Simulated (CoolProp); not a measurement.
A closed Brayton cycle with nitrogen: compressor inlet 316.15 K and 3.4 MPa, high pressure 11.3 MPa, turbine inlet 695 K, compressor efficiency 0.8, turbine efficiency 0.93, recuperator effectiveness 0.8 (on enthalpy, no pinch check). Each further row changes one setting.

Values from CoolProp's reference Helmholtz-energy equation of state, Span 2000.

```tsv
case	thermal efficiency (%)	net work (kJ/kg)	compressor to turbine work	compressor exit (K)	turbine exit (K)
as stated	14.0	29.7	0.85	478.9	511.6
turbine inlet 645 K	8.1	14.9	0.92	478.9	473.4
compressor inlet 326.15 K	11.6	24.0	0.88	493.8	511.6
high pressure 9.61 MPa	16.8	33.2	0.81	453.6	533.4
recuperator effectiveness 0.5	13.4	29.7	0.85	478.9	511.6
```
